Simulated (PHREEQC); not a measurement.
Consider water at 25 °C with 18 mmol/kgw FeCl2. Closed to the air; pH follows from the charge balance.

All values are PHREEQC results (ion-association model, phreeqc.dat), not measurements.

This is a speciation only: nothing precipitates in the calculation.

**Question.** Predict the pH, specific conductance.

**Answer.** pH 5.78; specific conductance 3780 µS/cm.

**Question.** In which forms is Cl present?

**Answer.** Cl- 99 %, FeCl+ 1.1 % of the Cl.

Complexes and solids missing from the database can't appear.
